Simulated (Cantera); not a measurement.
What does this Cantera script print?

```python
import numpy as np
import cantera as ct

gas = ct.Solution("gri30.yaml")
gas.TPX = 1825, 1000000, {'CH4': 1, 'H2O': 2.6}
reactor = ct.IdealGasConstPressureReactor(gas, energy="off", clone=False)
net = ct.ReactorNet([reactor])
net.rtol, net.atol = 1e-08, 1e-18
show = ['CH4', 'H2O', 'CO2', 'C2H2', 'CH2O']
times = np.geomspace(7e-05, 10, 13)

steps = ct.SolutionArray(gas, extra=["t"])
rows = []
print(f"{'t/s':>10s}{'T/K':>9s}{'P/Pa':>11s}" + "".join(f"{s:>11s}" for s in show))
for t in times:
    while net.time < t:
        t_next = net.step()
        steps.append(gas.state, t=t_next)
    rows.append([np.interp(t, steps.t, y) for y in (steps.T, steps.P, *steps(*show).X.T)])
    print(f"{t:10.3e}{rows[-1][0]:9.1f}{rows[-1][1]:11.4g}" + "".join(f"{x:11.3e}" for x in rows[-1][2:]))
rate = np.gradient(steps.T, steps.t)
print("integrator steps:", len(steps.t))
if steps.T.max() > steps.T[0] + 200:
    print(f"time of steepest temperature rise: {steps.t[rate.argmax()]:.4e} s")
gas.TPX = 1825, 1000000, {'CH4': 1, 'H2O': 2.6}
gas.equilibrate("TP")
print(f"equilibrium (TP): T = {gas.T:.1f} K  " + "  ".join(f"{s} {gas[s].X[0]:.3e}" for s in show))
```

Output:

```
       t/s      T/K       P/Pa        CH4        H2O        CO2       C2H2       CH2O
 7.000e-05   1825.0      1e+06  2.230e-01  6.983e-01  1.425e-05  8.654e-03  9.611e-05
 1.882e-04   1825.0      1e+06  1.716e-01  6.628e-01  1.180e-04  3.146e-02  5.353e-05
 5.061e-04   1825.0      1e+06  1.150e-01  6.204e-01  6.659e-04  5.448e-02  2.781e-05
 1.361e-03   1825.0      1e+06  6.828e-02  5.742e-01  3.020e-03  6.664e-02  1.381e-05
 3.659e-03   1825.0      1e+06  4.319e-02  5.173e-01  9.380e-03  6.239e-02  6.993e-06
 9.840e-03   1825.0      1e+06  3.490e-02  4.439e-01  1.712e-02  4.292e-02  3.752e-06
 2.646e-02   1825.0      1e+06  2.705e-02  3.645e-01  2.090e-02  2.010e-02  1.906e-06
 7.114e-02   1825.0      1e+06  1.504e-02  3.029e-01  2.082e-02  4.972e-03  9.291e-07
 1.913e-01   1825.0      1e+06  3.999e-03  2.731e-01  1.984e-02  3.079e-04  4.880e-07
 5.144e-01   1825.0      1e+06  1.680e-04  2.665e-01  1.950e-02  5.258e-07  3.704e-07
 1.383e+00   1825.0      1e+06  1.684e-06  2.662e-01  1.949e-02  7.385e-11  3.655e-07
 3.719e+00   1825.0      1e+06  1.646e-06  2.662e-01  1.949e-02  7.106e-11  3.655e-07
 1.000e+01   1825.0      1e+06  1.646e-06  2.662e-01  1.949e-02  7.106e-11  3.655e-07
integrator steps: 2193
equilibrium (TP): T = 1825.0 K  CH4 1.794e-06  H2O 2.662e-01  CO2 1.949e-02  C2H2 8.147e-11  CH2O 3.655e-07
```

Detailed kinetics in Cantera: GRI-Mech 3.0 (53 species, 325 reactions).
